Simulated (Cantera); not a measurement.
Feed: 1 mol KOH, 0.2 mol H2O, held at 1200 K.

These are equilibrium values from Cantera (NASA tables, ideal gas, pure condensed phases), not measurements of a reactor. Candidate condensed phases: H2O, K, KOH, KO2, K2O, K2O2; 15 gas species. The numbers say what is thermodynamically allowed, not how fast it happens.

Question: At 6000 Pa, list the 5 most abundant gas species with their mole fractions, and the condensed phases.

Answer: H2O 0.547, KOH 0.427, K2(OH)2 0.0258, K 0.000278, O2 7.08e-5. Condensed: KOH(l).
